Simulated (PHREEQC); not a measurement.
A column of 0.1 m (30 cells, dispersivity 0.005 m, 720 s a shift, diffusion coefficient 3e-10 m²/s) holds 0.044 eq of the database's cation exchanger X per kg of pore water, first in equilibrium with 27 mmol/kgw NH4Cl and 0.01 mmol/kgw HCl. It is flushed with 0.047 mol/kgw KBr, 0.0062 mol/kgw NaCl and 1e-05 mol/kgw HCl, at 25 °C. Values are for the last cell. The system is closed to CO2. Nothing may precipitate in this run.

The numbers come from PHREEQC with the ion-association model, phreeqc.dat.

```csv
pore volumes,Br in solution (mol/kgw),K in solution (mol/kgw),Na in solution (mol/kgw),NH4 in solution (mol/kgw),Cl in solution (mol/kgw)
0,0,0,0,0.0270,0.0270
0.2833,4.13e-7,0,1.71e-10,0.0270,0.0270
0.4167,0.000139,1.43e-11,5.18e-7,0.0271,0.0269
0.6833,0.00675,1.55e-6,0.000188,0.0306,0.0240
0.8167,0.0147,3.42e-5,0.000695,0.0345,0.0205
1.083,0.0310,0.00115,0.00262,0.0405,0.0133
1.217,0.0368,0.00310,0.00363,0.0408,0.0107
1.483,0.0433,0.0106,0.00510,0.0354,0.00784
1.75,0.0458,0.0207,0.00583,0.0260,0.00674
1.883,0.0463,0.0256,0.00601,0.0212,0.00650
2.15,0.0468,0.0337,0.00617,0.0132,0.00630
2.283,0.0469,0.0368,0.00620,0.0101,0.00626
2.55,0.0470,0.0412,0.00622,0.00576,0.00622
2.817,0.0470,0.0438,0.00622,0.00316,0.00621
2.95,0.0470,0.0447,0.00621,0.00232,0.00621
3.217,0.0470,0.0458,0.00621,0.00123,0.00621
3.35,0.0470,0.0461,0.00621,0.000892,0.00621
3.617,0.0470,0.0465,0.00620,0.000465,0.00621
3.75,0.0470,0.0467,0.00620,0.000335,0.00621
4.017,0.0470,0.0468,0.00620,0.000172,0.00621
```

Complexes and solids missing from the database can't appear.
